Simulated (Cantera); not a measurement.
## Catalytic combustion on Pt

An isothermal plug-flow reactor at 800 K and 4.80 bar (inlet), inlet velocity 0.95 m/s, active area per volume 260 1/m; feed 0.943 % CO, 2.33 % O2, 96.7 % N2.

Cantera simulation using Deutschmann's 1995 Pt surface mechanism with GRI-Mech 3.0 gas chemistry; the numbers are that mechanism's predictions, not measurements. Catalytic surfaces can have several steady states; this one follows from the mechanism file's or the stated starting coverage. Mass transfer to the wall is taken as infinitely fast.

| z (m) | x CO | x O2 | x H2O | x CO2 | θ free Pt | θ O* | θ CO* |
|---|---|---|---|---|---|---|---|
| 0.00035 | 0.00911 | 0.0231 | <1e-12 | 0.000316 | 0.0904 | 0.00708 | 0.902 |
| 0.00062 | 0.00887 | 0.0230 | <1e-12 | 0.000566 | 0.0918 | 0.00726 | 0.901 |
| 0.0011 | 0.00841 | 0.0228 | <1e-12 | 0.00103 | 0.0944 | 0.00764 | 0.898 |
| 0.0019 | 0.00759 | 0.0224 | <1e-12 | 0.00185 | 0.0998 | 0.00844 | 0.892 |
| 0.0035 | 0.00562 | 0.0214 | <1e-12 | 0.00382 | 0.118 | 0.0115 | 0.871 |
| 0.0062 | 0.000688 | 0.0190 | <1e-12 | 0.00878 | 0.0578 | 0.941 | 0.00149 |
| 0.011 | 0.000263 | 0.0188 | <1e-12 | 0.00921 | 0.0431 | 0.957 | 0.000313 |
| 0.019 | 8.06e-5 | 0.0187 | <1e-12 | 0.00939 | 0.0397 | 0.960 | 8.09e-5 |
| 0.035 | 9.51e-6 | 0.0186 | <1e-12 | 0.00946 | 0.0386 | 0.961 | 9.01e-6 |
x: gas mole fraction; θ: surface coverage.
